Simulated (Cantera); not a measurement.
A jet of 2.10 % CH4, 19.0 % O2, 78.9 % N2 at 300 K and 22.5 Torr hits a platinum plate 2.7 cm away at a mass flux of 0.2 kg/m²/s; the plate temperature is set and raised in steps from an oxygen-covered start.

Cantera simulation using Deutschmann's 1995 Pt surface mechanism with GRI-Mech 3.0 gas chemistry; the numbers are that mechanism's predictions, not measurements. Catalytic surfaces can have several steady states; this one follows from the mechanism file's or the stated starting coverage.

x: mole fraction at the wall; θ: surface coverage.

```tsv
plate T (K)	wall x CH4	wall x O2	wall x H2O	wall x OH	wall x CO	wall x CO2	θ free Pt	θ O*
850	0.0201	0.188	0.00169	<1e-8	5.37e-6	0.00110	0.164	0.836
900	0.0192	0.186	0.00336	1.91e-8	7.53e-6	0.00219	0.229	0.771
950	0.0180	0.183	0.00560	6.77e-8	9.90e-6	0.00366	0.298	0.702
1000	0.0166	0.180	0.00817	2.03e-7	1.25e-5	0.00535	0.369	0.631
1050	[?]	0.177	[?]	[?]	[?]	[?]	[?]	[?]
1100	0.0138	0.174	0.0133	1.24e-6	1.84e-5	0.00875	0.507	0.493
1150	[?]	0.172	[?]	[?]	[?]	[?]	[?]	[?]
```

Question: Some entries are withheld; supply them.

Answer: 
- 1050, wall x CH4: 0.0152
- 1050, wall x H2O: 0.0108
- 1050, wall x OH: 5.30e-7
- 1050, wall x CO: 1.53e-5
- 1050, wall x CO2: 0.00710
- 1050, θ free Pt: 0.439
- 1050, θ O*: 0.561
- 1150, wall x CH4: 0.0126
- 1150, wall x H2O: 0.0156
- 1150, wall x OH: 2.62e-6
- 1150, wall x CO: 2.21e-5
- 1150, wall x CO2: 0.0102
- 1150, θ free Pt: 0.572
- 1150, θ O*: 0.428
